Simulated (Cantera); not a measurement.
A closed system holds: 1 mol SiH2Cl2, 37 mol N2, equilibrated at 10.0 Torr.

These are equilibrium values from Cantera (NASA tables, ideal gas, pure condensed phases), not measurements of a reactor. Candidate condensed phases: NH4Cl, Si, Si3N4; 28 gas species. N2 is the only nitrogen source here; it is nearly inert below about 1500 K, so the nitride shown seldom forms there in practice. Equilibrium is a limit: real reactors are often held back by kinetics, nucleation or transport.

Question: What share of the Si ends up in condensed phases as a function of T (°C), at 700, 750, 800, 850, 900, 950, 1000, 1050, 1100, 1150, 1200, 1250, 1300, 1350?

Answer: 
```tsv
T (°C)	Si condensed (%)	as
700	86.5	Si3N4(s)
750	87.1	Si3N4(s)
800	87.6	Si3N4(s)
850	87.9	Si3N4(s)
900	88.1	Si3N4(s)
950	88.0	Si3N4(s)
1000	87.2	Si3N4(s)
1050	85.3	Si3N4(s)
1100	81.6	Si3N4(s)
1150	75.9	Si3N4(s)
1200	68.7	Si3N4(s)
1250	60.9	Si3N4(s)
1300	52.9	Si3N4(s)
1350	45.3	Si3N4(s)
```
